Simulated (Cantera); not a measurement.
Feed: 1 mol PbO, 5.4 mol CH₄, 1.7 mol N₂, at 1748.15 K.

Method: chemical equilibrium by Gibbs-energy minimisation in Cantera with the NASA 1993 tables (ideal gas, pure condensed phases). Candidate condensed phases: C, C₆H₆, C₇H₈, C₈H₁₈, H₂O, Pb, PbO, PbO₂, Pb₃O₄; 139 gas species. Kinetics and transport are ignored.

x: gas mole fraction; n: condensed amount in mol.

```
P (Pa)    x H₂   x N₂    x CO    x Pb       x H       x CH₄  n C(graphite)  n Pb(l)
-------  -----  -----  ------  ------  --------  ----------  -------------  -------
10       0.727  0.115  0.0683  0.0683    0.0195  (withheld)           4.38        0
52       0.737  0.116  0.0687  0.0687   0.00861  (withheld)           4.38        0
270      0.741  0.116  0.0688  0.0688   0.00379  (withheld)           4.38        0
1400     0.743  0.116  0.0689  0.0689   0.00167  (withheld)           4.38        0
7200     0.743  0.116  0.0689  0.0689  0.000735  (withheld)           4.38        0
37000    0.744  0.117  0.0690  0.0689  0.000324  (withheld)           4.37        0
190000   0.743  0.117  0.0690  0.0689  0.000143  (withheld)           4.36        0
1000000  0.777  0.123  0.0729  0.0190   6.38e-5  (withheld)           4.30    0.739
```

Q: Some entries are withheld; supply them.

A: 
- 10, x CH₄: 4.86e-8
- 52, x CH₄: 2.59e-7
- 270, x CH₄: 1.36e-6
- 1400, x CH₄: 7.10e-6
- 7200, x CH₄: 3.66e-5
- 37000, x CH₄: 0.000188
- 190000, x CH₄: 0.000963
- 1000000, x CH₄: 0.00555
